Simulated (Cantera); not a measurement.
A perfectly stirred reactor is fed with 34.2 % NH₃, 65.0 % N₂, 0.753 % H₂, at 1.60 bar; it is held at 1900 K, and followed from long to short residence time.

Detailed kinetics in Cantera: the gas-phase N/H chemistry of the illustrative SiF4/NH3 mechanism in the Surface Chemkin manual (1991). Walls and surfaces, which speed up NH3 decomposition in real reactors, are not modelled.

Task: Predict: x(NH₃) at τ = 0.970 s; x(N₂H₂) at τ = 0.970 s; x(H₂) at τ = 0.970 s; x(NH) at τ = 0.970 s; x(N₂) at τ = 0.970 s; x(NH₃) at τ = 19.0 ms; x(N₂H₂) at τ = 19.0 ms; x(H₂) at τ = 19.0 ms; x(NH) at τ = 19.0 ms; x(N₂) at τ = 19.0 ms.

Result: 
```
Property                  Value
----------------------  -------
x(NH₃) at τ = 0.970 s    0.0371
x(N₂H₂) at τ = 0.970 s  5.64e-8
x(H₂) at τ = 0.970 s      0.347
x(NH) at τ = 0.970 s    2.04e-6
x(N₂) at τ = 0.970 s      0.616
x(NH₃) at τ = 19.0 ms     0.269
x(N₂H₂) at τ = 19.0 ms  8.63e-7
x(H₂) at τ = 19.0 ms     0.0890
x(NH) at τ = 19.0 ms    4.62e-6
x(N₂) at τ = 19.0 ms      0.642
```
